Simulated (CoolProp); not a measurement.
Computed with CoolProp (reference Helmholtz-energy equation of state, Thol 2017).

Question: For octamethyltrisiloxane (MDM), give the phase and the cp (kJ/(kg K)), expansivity (1/kK), fugacity coefficient at 103.55 °C and 0.243 bar; 191.65 °C and 22.1 bar; 1.25 °C and 65.8 bar.

Answer: 
- 103.55 °C and 0.243 bar: liquid; cp 1.98, expansivity 1.52, fugacity coefficient 0.911
- 191.65 °C and 22.1 bar: liquid; cp 2.20, expansivity 2.07, fugacity coefficient 0.122
- 1.25 °C and 65.8 bar: liquid; cp 1.73, expansivity 1.11, fugacity coefficient 3.03e-5
